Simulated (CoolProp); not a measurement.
Vapour-liquid equilibrium of hydrogen sulfide (1) + n-pentane (2) at 314.9 K; x and y are mole fractions of (1).

Values from CoolProp's multi-fluid Helmholtz-energy mixture model, Lemmon 2006 and Thol 2019; pair parameters Kunz 2012.

```csv
x,bubble pressure (MPa),y at the bubble point,dew pressure at overall composition x (MPa),liquid density (mol/L)
0.05,(withheld),0.545,(withheld),(withheld)
0.2,0.7845,0.852,0.1534,9.446
0.35,1.280,(withheld),0.1885,10.46
0.5,1.673,0.939,0.2438,(withheld)
0.65,2.003,0.955,0.3448,(withheld)
0.8,2.356,0.971,0.5901,15.86
0.95,2.803,0.992,1.897,19.65
```

### Question
Complete the blanks.

### Answer

- 0.05, bubble pressure (MPa): 0.2670
- 0.05, dew pressure at overall composition x (MPa): 0.1291
- 0.05, liquid density (mol/L): 8.617
- 0.35, y at the bubble point: 0.914
- 0.5, liquid density (mol/L): 11.74
- 0.65, liquid density (mol/L): 13.44

No azeotrope shows between x = 0.05 and 0.95.

Pair parameters are fitted to limited data, so mixtures are less certain than the pure fluids. The gap from Raoult's law changes sign with composition, which may be real or a fault of the pair parameters; it wasn't checked against measurements.
